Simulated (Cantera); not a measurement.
A closed system holds: 1 mol FeS, 0.27 mol SO₂, 0.057 mol CO₂, a varied amount of SO₃, at 977 °C and 1.00 bar.

Cantera equilibrium calculation (NASA polynomials, part measured and part estimated; ideal gas, pure solids and liquids). Candidate condensed phases: C, Fe, Fe(CO)₅, FeO, FeS, FeSO₄, FeS₂, Fe₂O₃, Fe₂(SO₄)₃, Fe₃O₄, S; 25 gas species. Gases not in the tables: S₃ to S₇. Kinetics and transport are ignored.

Q: At 3.3 mol SO₃, list the 6 most abundant gas species with their mole fractions, and the condensed phases.

A: SO₂ 0.986, CO₂ 0.0123, S₂ 0.00144, S₂O 0.000390, SO 0.000237, CO 5.77e-5. Condensed: Fe₃O₄(s).
